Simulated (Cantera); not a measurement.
Cantera run:

```python
import numpy as np
import cantera as ct

gas_names = """
    O3 N
""".split()
cond_names = """
    ZrN(s) ZrN(L) ZrO2(a) ZrO2(b) ZrO2(L)
""".split()


def load(file, names, dense=False):
    # The tables refer to 1 bar. Condensed volumes are neglected.
    table = {s.name: s for s in ct.Species.list_from_file(file)}
    out = []
    for n in names:
        d = dict(table[n].input_data)
        d["thermo"] = dict(d["thermo"], **{"reference-pressure": 1e5})
        if dense:
            d["equation-of-state"] = {"model": "constant-volume", "density": "1e6 g/cm^3"}
        out.append(ct.Species.from_dict(d))
    return out


species = {s.name: s for s in load("nasa_gas.yaml", gas_names) + load("nasa_condensed.yaml", cond_names)}
# Each term lists the table entries of one substance; the one whose range holds T is used.
reactions = {
    '3 ZrN + 2 O3(g) = 3 N(g) + 3 ZrO2':
        [(-3, ['ZrN(s)', 'ZrN(L)']), (-2, ['O3']), (3, ['N']), (3, ['ZrO2(a)', 'ZrO2(b)', 'ZrO2(L)'])],
}


def pick(names, T):
    return next(species[n] for n in names if species[n].thermo.min_temp <= T <= species[n].thermo.max_temp)


results = []
for label, terms in reactions.items():
    print(label)
    print("     T/K   dH/kJ  dS/(J/K)   dG/kJ   log10 K")
    for T in [300, 2948, 2973, 2998]:
        used = [(nu, pick(names, T)) for nu, names in terms]
        dH = sum(nu * s.thermo.h(T) for nu, s in used) / 1e6
        dS = sum(nu * s.thermo.s(T) for nu, s in used) / 1e3
        dG = dH - T * dS / 1e3
        logK = -dG * 1e6 / (ct.gas_constant * T * np.log(10))
        results.append((label, T, dH, dS, dG, logK, [s.name for _, s in used]))
        print(f"{T:8g} {dH:8.1f} {dS:8.1f} {dG:8.1f} {logK:8.2f}")
```

It prints:

```
3 ZrN + 2 O3(g) = 3 N(g) + 3 ZrO2
     T/K   dH/kJ  dS/(J/K)   dG/kJ   log10 K
     300  -1062.2     16.5  -1067.1   185.80
    2948  -1085.9     40.4  -1205.0    21.35
    2973   -826.2    128.4  -1208.0    21.22
    2998   -827.6    128.0  -1211.2    21.10
```

Cantera with NASA thermochemical tables; ideal gases at 1 bar, condensed phases pure. ZrN: taken at fixed stoichiometry. Condensed species are held in their standard states even where they would react or evaporate.
